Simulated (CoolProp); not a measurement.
Vapour-liquid equilibrium of C2F6 (R116) (1) + R22 (2) at 1.89 bar; x and y are mole fractions of (1).

Computed with CoolProp (multi-fluid Helmholtz-energy mixture model, Lemmon 2006 and Kamei 1995; pair parameters Bell 2016).

| x | bubble temperature, mixture model (K) | bubble temperature, Raoult's law (K) | y, mixture model | y, Raoult's law |
|---|---|---|---|---|
| 0.05 | 229.8 | 242.5 | 0.531 | 0.198 |
| 0.15 | … | 235.7 | … | 0.469 |
| 0.25 | 212.2 | 230.1 | 0.830 | 0.639 |
| 0.35 | 211.0 | 225.5 | 0.845 | 0.750 |
| 0.45 | 210.5 | 221.6 | 0.852 | 0.827 |
| 0.55 | … | 218.2 | 0.857 | 0.882 |
| 0.65 | 209.7 | 215.3 | 0.867 | 0.922 |
| 0.75 | … | 212.8 | 0.884 | 0.951 |
| 0.85 | 208.4 | 210.5 | … | 0.974 |
| 0.95 | 207.7 | 208.5 | 0.963 | 0.992 |

Q: Complete the blanks.

A: 
- 0.15, bubble temperature, mixture model (K): 216.2
- 0.15, y, mixture model: 0.779
- 0.55, bubble temperature, mixture model (K): 210.1
- 0.75, bubble temperature, mixture model (K): 209.1
- 0.85, y, mixture model: 0.913

The largest gap from Raoult's law is -19.5 K in bubble temperature, at x = 0.15. No azeotrope shows between x = 0.05 and 0.95.

The pair parameters rest on a limited set of measurements; away from them the model extrapolates. With so large a gap from Raoult's law the liquid may split in two, which this calculation doesn't test in full.
